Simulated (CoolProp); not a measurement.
Saturated liquid density (kg/m³) of methanol: the reference equation beside estimates from Tc = 240.2 °C, pc = 8216 kPa, ω = 0.565. Rackett uses Z = 0.29056 − 0.08775 ω.

Model: reference Helmholtz-energy equation of state, de Reuck 1993, in CoolProp.

| T (°C) | reference | Rackett | van der Waals | Redlich-Kwong | Soave-Redlich-Kwong |
|---|---|---|---|---|---|
| -16.35 | 825.1 | 822.3 | 404.3 | 600.3 | 631.8 |
| 3.85 | 806.0 | 800.4 | 395.2 | 585.1 | 619.9 |
| 24.05 | 787.1 | 777.7 | 385.5 | 568.8 | 606.7 |
| 44.25 | 768.0 | 754.2 | 375.4 | 551.3 | 592.1 |
| 64.45 | 748.4 | 729.6 | 364.5 | 532.4 | 575.7 |
| 84.65 | 727.7 | 703.9 | 353.0 | 512.0 | 557.3 |
| 104.85 | 705.4 | … | 340.5 | 489.8 | 536.6 |
| 125.15 | 680.8 | 647.5 | 326.8 | 465.3 | 512.8 |
| 145.35 | 653.1 | 616.0 | 311.9 | 438.4 | … |
| 165.55 | 621.1 | 581.3 | 295.2 | … | … |
| 185.75 | 582.5 | 541.6 | 275.9 | 373.6 | 415.0 |
| 205.95 | … | 493.5 | 252.5 | 332.1 | 366.7 |
| 226.15 | 455.4 | 425.9 | 220.4 | 276.4 | 299.2 |

What belongs in the gaps?


- 104.85, Rackett: 676.7
- 145.35, Soave-Redlich-Kwong: 485.4
- 165.55, Redlich-Kwong: 408.3
- 165.55, Soave-Redlich-Kwong: 453.4
- 205.95, reference: 533.0

Absolute difference from the reference over all 13 rows, mean and median: Rackett 4.0 and 4.1 %, van der Waals 51.7 and 51.6 %, Redlich-Kwong 31.6 and 30.6 %, Soave-Redlich-Kwong 25.7 and 23.9 %.
